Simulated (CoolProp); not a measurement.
Vapour-liquid equilibrium of n-pentane (1) + cyclohexane (2) at 434.1 K; x and y are mole fractions of (1).

Computed with CoolProp (multi-fluid Helmholtz-energy mixture model, Thol 2019 and Zhou 2014; pair parameters Bell 2016).

```csv
x,bubble pressure (MPa),y at the bubble point,dew pressure at overall composition x (MPa),liquid density (mol/L)
0.05,0.7467,0.115,(withheld),7.440
0.125,0.8381,0.256,0.7524,7.360
0.2,0.9279,0.369,0.7995,7.278
0.275,1.017,0.463,0.8522,7.192
0.35,(withheld),0.544,0.9116,(withheld)
0.425,(withheld),0.614,0.9789,7.009
0.5,1.281,0.677,1.055,(withheld)
0.575,1.370,0.734,1.142,6.808
0.65,1.461,0.786,(withheld),6.698
0.725,1.553,0.835,(withheld),6.581
0.8,1.648,0.882,1.486,6.455
0.875,1.746,0.927,1.633,(withheld)
0.95,1.848,0.971,1.799,6.172
```

**Question.** Fill in the missing entries.

**Answer.** 
- 0.05, dew pressure at overall composition x (MPa): 0.7103
- 0.35, bubble pressure (MPa): 1.105
- 0.35, liquid density (mol/L): 7.103
- 0.425, bubble pressure (MPa): 1.193
- 0.5, liquid density (mol/L): 6.911
- 0.65, dew pressure at overall composition x (MPa): 1.242
- 0.725, dew pressure at overall composition x (MPa): 1.356
- 0.875, liquid density (mol/L): 6.320

No azeotrope shows between x = 0.05 and 0.95.

The pair parameters rest on a limited set of measurements; away from them the model extrapolates.
